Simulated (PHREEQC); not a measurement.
Make-up at 75 °C: 0.003 mol/kgw PbCl2 and 0.061 mol/kgw NaNO3. Closed to the air; pH follows from the charge balance.

The numbers come from PHREEQC with the ion-association model, wateq4f.dat.

No solid was allowed to form.

Problem. What pH does the model give?

Solution. pH 5.39.

Problem. In which forms is N present?

Solution. NO3- 99 %, PbNO3+ 1.0 % of the N.

The solution is supersaturated, for example in Pb(OH)2, so a real one may precipitate; this is no full list. Constants without temperature data keep their 25 °C values here.
